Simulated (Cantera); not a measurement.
# Ti(OiPr)₄ + C₃H₈ + H₂ (titanium nitride, carbide and oxide coatings)

Charge: 1 mol Ti(OiPr)₄, 0.43 mol C₃H₈, a varied amount of H₂, held at 1048.15 K and 1000 Pa.

Cantera equilibrium calculation (NASA polynomials, part measured and part estimated; ideal gas, pure solids and liquids). Candidate condensed phases: C, C₆H₆, C₇H₈, C₈H₁₈, H₂O, Ti, TiC, TiO, TiO₂, Ti₂O₃, Ti₃O₅, Ti₄O₇; 113 gas species. The feed counts by its element totals alone. Mutual solubility and eutectic melting of coexisting phases are not modelled. Condensed phases not in the tables: Magnéli phases beyond Ti₄O₇. Rates play no part.

From 1.6 mol H₂ to 5 mol H₂ the condensed part is C(graphite) + TiO₂(rutile). At 7.3 mol H₂ the condensed part is C(graphite) + TiO₂(rutile) + Ti₄O₇(s). From 11 mol H₂ to 47 mol H₂ the condensed part is C(graphite) + Ti₄O₇(s).

```csv
n(H₂) (mol),x H₂,x CO,x CH₄,x H₂O,x CO₂,x H,x C₂H₄,n C(graphite),n TiO₂(rutile),n Ti₄O₇(s)
1.6,0.896,0.103,0.000468,0.000173,2.36e-5,7.34e-8,5.85e-9,11.3,1.00,0
2.4,0.900,0.0993,0.000472,0.000167,2.18e-5,7.36e-8,5.91e-9,11.3,1.00,0
3.4,0.905,0.0946,0.000477,0.000160,1.98e-5,7.38e-8,5.97e-9,11.3,1.00,0
5,0.911,0.0879,0.000484,0.000149,1.71e-5,7.40e-8,6.06e-9,11.3,1.00,0
7.3,0.917,0.0825,0.000490,0.000141,1.50e-5,7.42e-8,6.13e-9,11.2,0.711,0.0724
11,0.922,0.0776,0.000495,0.000133,1.33e-5,7.44e-8,6.20e-9,11.0,0,0.250
15,0.931,0.0681,0.000506,0.000118,1.03e-5,7.48e-8,6.32e-9,11.0,0,0.250
22,0.943,0.0562,0.000519,9.89e-5,6.99e-6,7.53e-8,6.49e-9,11.0,0,0.250
33,0.955,0.0441,0.000532,7.86e-5,4.30e-6,7.58e-8,6.66e-9,11.0,0,0.250
47,0.965,0.0346,0.000543,6.22e-5,2.65e-6,7.62e-8,6.79e-9,11.0,0,0.250
```
x: gas mole fraction; n: condensed amount in mol.
